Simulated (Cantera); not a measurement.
A closed system holds: 1 mol SiHCl3, 0.035 mol CH4, 320 mol H2, at 7.50 Torr.

Cantera equilibrium calculation (NASA polynomials, part measured and part estimated; ideal gas, pure solids and liquids). Candidate condensed phases: C, C6H6, C7H8, C8H18, Si, SiC; 109 gas species. Mutual solubility and eutectic melting of coexisting phases are not modelled. Gases not in the tables: Si2H6 and higher silanes. The numbers say what is thermodynamically allowed, not how fast it happens.

**Question.** What share of the Si ends up in condensed phases as a function of T (K), at 923, 998, 1073, 1148, 1223, 1298, 1373, 1448, 1523, 1598, 1673, 1748?

**Answer.** 
```
T (K)  Si condensed (%)              as
-----  ----------------  --------------
923                62.9  Si(s) + SiC(s)
998                84.1  Si(s) + SiC(s)
1073               92.3  Si(s) + SiC(s)
1148               93.6  Si(s) + SiC(s)
1223               93.5  Si(s) + SiC(s)
1298               93.1  Si(s) + SiC(s)
1373               92.6  Si(s) + SiC(s)
1448               92.1  Si(s) + SiC(s)
1523               91.6  Si(s) + SiC(s)
1598               90.8  Si(s) + SiC(s)
1673               88.9  Si(s) + SiC(s)
1748               85.1  Si(l) + SiC(s)
```
